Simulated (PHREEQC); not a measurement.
NaCl is added in steps, without added water, to 1 kg of water holding 0.017 mol K2CO3, 0.0073 mol NaHSO4 and 0.0015 mol LiF, at 93 °C. Oxygen is held at 0.21 atm. The system is closed to CO2. The run lets Halite, Mirabilite, Nahcolite, Natron precipitate or redissolve, and no other solid.

Base run: PHREEQC, ion-association model, wateq4f.dat. Each further column changes one thing. The table gives pH.

| NaCl added (mol) | base | LiF replaced by Li2CO3 at the same molality | temperature from 93 to 45 °C | diluted 2-fold with water | no solid may form |
|---|---|---|---|---|---|
| 0 | 9.58 | 9.64 | 9.96 | 9.54 | 9.58 |
| 0.0051 | 9.50 | 9.56 | 9.92 | 9.44 | 9.50 |
| 0.0102 | 9.43 | 9.49 | 9.89 | 9.36 | 9.43 |
| 0.0153 | 9.36 | 9.43 | 9.86 | 9.30 | 9.36 |
| 0.0204 | 9.31 | 9.37 | 9.83 | 9.24 | 9.31 |
| 0.0255 | 9.26 | 9.32 | 9.80 | 9.19 | 9.26 |
| 0.0306 | 9.21 | 9.28 | 9.78 | 9.15 | 9.21 |
| 0.0374 | 9.16 | 9.22 | 9.75 | 9.10 | 9.16 |
| 0.0425 | 9.12 | 9.18 | 9.73 | 9.06 | 9.12 |
| 0.0476 | 9.09 | 9.15 | 9.71 | 9.03 | 9.09 |
| 0.0527 | 9.06 | 9.12 | 9.69 | 9.00 | 9.06 |
| 0.0578 | 9.03 | 9.09 | 9.67 | 8.98 | 9.03 |
| 0.0629 | 9.00 | 9.07 | 9.65 | 8.95 | 9.00 |
| 0.068 | 8.98 | 9.04 | 9.63 | 8.93 | 8.98 |

Away from 25 °C the constants follow the database's enthalpies or fits; those with neither stay at their 25 °C values.
